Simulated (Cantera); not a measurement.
# Thermodynamics of silicon oxide and oxynitride deposition, feed Si₂H₆ + H₂O

Input: 1 mol Si₂H₆, 0.7 mol H₂O, equilibrated at 133 Pa.

Cantera equilibrium calculation (NASA polynomials, part measured and part estimated; ideal gas, pure solids and liquids). Candidate condensed phases: H₂O, Si, SiO₂; 18 gas species. The feed counts by its element totals alone. Mutual solubility and eutectic melting of coexisting phases are not modelled. The tables hold silica as quartz up to 1696 K and as liquid above; real silica turns to tridymite and cristobalite and melts near 1996 K. Gases not in the tables: Si₂H₆ and higher silanes. The numbers say what is thermodynamically allowed, not how fast it happens.

From 500 K to 800 K the condensed part is Si(s) + SiO₂(α-quartz). From 900 K to 1400 K the condensed part is Si(s) + SiO₂(β-quartz). From 1500 K to 1600 K the condensed part is Si(s). From 1700 K to 1800 K the condensed part is Si(l).

```csv
T (K),x H₂,x SiO,x H,x Si,x SiH,x SiH₂,n Si(s),n SiO₂(α-quartz),n SiO₂(β-quartz),n Si(l)
500,1.00,<1e-12,<1e-12,<1e-12,<1e-12,<1e-12,1.65,0.350,0,0
600,1.00,<1e-12,<1e-12,<1e-12,<1e-12,<1e-12,1.65,0.350,0,0
700,1.00,<1e-12,<1e-12,<1e-12,<1e-12,<1e-12,1.65,0.350,0,0
800,1.00,1.09e-11,7.93e-11,<1e-12,<1e-12,<1e-12,1.65,0.350,0,0
900,1.00,3.74e-9,3.20e-9,<1e-12,<1e-12,3.71e-12,1.65,0,0.350,0
1000,1.00,3.91e-7,6.22e-8,<1e-12,<1e-12,9.37e-11,1.65,0,0.350,0
1100,1.000,1.73e-5,7.08e-7,1.77e-11,1.95e-11,1.32e-9,1.65,0,0.350,0
1200,1.000,0.000402,5.40e-6,1.04e-9,5.70e-10,1.19e-8,1.65,0,0.349,0
1300,0.994,0.00571,3.02e-5,3.25e-8,9.81e-9,7.60e-8,1.64,0,0.339,0
1400,0.945,0.0550,0.000129,6.17e-7,1.09e-7,3.56e-7,1.54,0,0.242,0
1500,0.840,0.159,0.000442,7.89e-6,8.48e-7,1.26e-6,1.30,0,0,0
1600,0.840,0.159,0.00136,7.31e-5,5.33e-6,4.20e-6,1.30,0,0,0
1700,0.837,0.159,0.00369,0.000509,2.63e-5,1.19e-5,0,0,0,1.30
1800,0.831,0.158,0.00894,0.00238,9.04e-5,2.49e-5,0,0,0,1.29
```
x: gas mole fraction; n: condensed amount in mol.
